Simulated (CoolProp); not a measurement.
Vapour-liquid equilibrium of dimethyl ether (1) + chloromethane (R40) (2) at 0.779 MPa; x and y are mole fractions of (1).

Computed with CoolProp (multi-fluid Helmholtz-energy mixture model, Wu 2011 and Thol 2014; pair parameters Bell 2016).

```
x     bubble temperature, mixture model (°C)  bubble temperature, Raoult's law (°C)  y, mixture model  y, Raoult's law
----  --------------------------------------  -------------------------------------  ----------------  ---------------
0.05                                    36.0                                   35.7             0.044            0.051
0.15                                    36.5                                   35.6             0.138            0.153
0.25                                    36.9                                   35.5             0.238            0.254
0.35                                    37.1                                   35.4             0.342            0.355
0.45                                    37.2                                   35.4             0.449            0.455
0.55                                    37.1                                   35.3             0.557            0.555
0.65                                    36.9                                   35.2             0.664            0.655
0.75                                    36.5                                   35.2             0.768            0.754
0.85                                    36.0                                   35.1             0.866            0.853
0.95                                    35.3                                   35.0             0.957            0.951
```

The largest gap from Raoult's law is +1.8 K in bubble temperature, at x = 0.55. y crosses x between x = 0.45 and 0.55: the model has an azeotrope there.

Pair parameters are fitted to limited data, so mixtures are less certain than the pure fluids.
